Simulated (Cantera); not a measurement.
A Cantera script and what it prints.

```python
import numpy as np
import cantera as ct

gas_names = """
    H HO2 H2 H2O H2O2 H2S H2SO4 O OH O2 O3 S SH SO SO2 SO3 S2 S2O S8
""".split()
cond_names = """
    H2O(s) H2O(L) H2SO4(L) S(cr1) S(cr2) S(L)
""".split()


# ... load() reads the species with a 1 bar reference pressure and builds the phases ...
atoms = {
    'H2S': {'H': 2, 'S': 1},
    'O2': {'O': 2},
    'H2': {'H': 2},
    'H2O': {'H': 2, 'O': 1},
}
top_T = {}  # K; cautious upper limits of use, not melting points


# ... equilibrate(T, P, feed) seeds the gas with the atoms and calls Mixture.equilibrate('TP', solver="vcs", rtol=1e-11, max_steps=5000) ...
results = []
feed = {'H2S': 1, 'O2': 0.1, 'H2': 0.098, 'H2O': 0.058}  # mol
P = 130  # Pa
for T in [1073, 1173, 1273, 1373, 1473, 1573, 1673, 1773, 1873, 1973, 2073, 2173]:
    mix = equilibrate(T, P, feed)
    results.append((T, P, feed, dict(zip(mix.species_names, mix.species_moles))))
    x = sorted(zip(gas.X, gas.species_names), reverse=True)
    print(f"T = {T:g} K  P = {P:g} Pa  gas = {mix.phase_moles(0):.4g} mol")
    print("   x: " + "  ".join(f"{s} {v:.3e}" for v, s in x if v > 0.001))
    print("   condensed (mol): " + ("  ".join(f"{mix.phase(i).name} {mix.phase_moles(i):.4g}"
          for i in range(1, mix.n_phases) if mix.phase_moles(i) > 1e-12) or "none"))
```

Result:

```
T = 1073 K  P = 130 Pa  gas = 1.429 mol
   x: H2S 3.180e-01  H2 3.105e-01  S2 1.907e-01  H2O 1.803e-01
   condensed (mol): none
T = 1173 K  P = 130 Pa  gas = 1.511 mol
   x: H2 4.019e-01  S2 2.340e-01  H2S 1.926e-01  H2O 1.702e-01
   condensed (mol): none
T = 1273 K  P = 130 Pa  gas = 1.568 mol
   x: H2 4.604e-01  S2 2.612e-01  H2O 1.632e-01  H2S 1.125e-01  SH 1.941e-03
   condensed (mol): none
T = 1373 K  P = 130 Pa  gas = 1.604 mol
   x: H2 4.944e-01  S2 2.757e-01  H2O 1.580e-01  H2S 6.659e-02  SH 3.448e-03  SO2 1.140e-03
   condensed (mol): none
T = 1473 K  P = 130 Pa  gas = 1.626 mol
   x: H2 5.144e-01  S2 2.821e-01  H2O 1.526e-01  H2S 4.089e-02  SH 5.533e-03  SO2 2.265e-03  SO 1.313e-03
   condensed (mol): none
T = 1573 K  P = 130 Pa  gas = 1.642 mol
   x: H2 5.276e-01  S2 2.827e-01  H2O 1.455e-01  H2S 2.623e-02  SH 8.246e-03  SO2 4.035e-03  SO 3.292e-03  S 1.346e-03
   condensed (mol): none
T = 1673 K  P = 130 Pa  gas = 1.658 mol
   x: H2 5.374e-01  S2 2.783e-01  H2O 1.355e-01  H2S 1.751e-02  SH 1.159e-02  SO 7.154e-03  SO2 6.346e-03  S 3.606e-03  H 2.315e-03
   condensed (mol): none
T = 1773 K  P = 130 Pa  gas = 1.677 mol
   x: H2 5.443e-01  S2 2.686e-01  H2O 1.223e-01  SH 1.547e-02  SO 1.362e-02  H2S 1.207e-02  SO2 8.761e-03  S 8.557e-03  H 5.821e-03
   condensed (mol): none
T = 1873 K  P = 130 Pa  gas = 1.704 mol
   x: H2 5.466e-01  S2 2.530e-01  H2O 1.066e-01  SO 2.295e-02  SH 1.967e-02  S 1.826e-02  H 1.323e-02  SO2 1.066e-02  H2S 8.470e-03
   condensed (mol): none
T = 1973 K  P = 130 Pa  gas = 1.746 mol
   x: H2 5.409e-01  S2 2.304e-01  H2O 8.925e-02  S 3.539e-02  SO 3.460e-02  H 2.752e-02  SH 2.375e-02  SO2 1.156e-02  H2S 5.954e-03
   condensed (mol): none
T = 2073 K  P = 130 Pa  gas = 1.81 mol
   x: H2 5.225e-01  S2 1.999e-01  H2O 7.167e-02  S 6.256e-02  H 5.273e-02  SO 4.710e-02  SH 2.701e-02  SO2 1.129e-02  H2S 4.105e-03
   condensed (mol): none
T = 2173 K  P = 130 Pa  gas = 1.905 mol
   x: H2 4.872e-01  S2 1.620e-01  S 1.008e-01  H 9.342e-02  SO 5.833e-02  H2O 5.507e-02  SH 2.859e-02  SO2 1.008e-02  H2S 2.706e-03  OH 1.414e-03
   condensed (mol): none
```

Cantera equilibrium calculation (NASA polynomials, part measured and part estimated; ideal gas, pure solids and liquids). Gases not in the tables: S3 to S7.
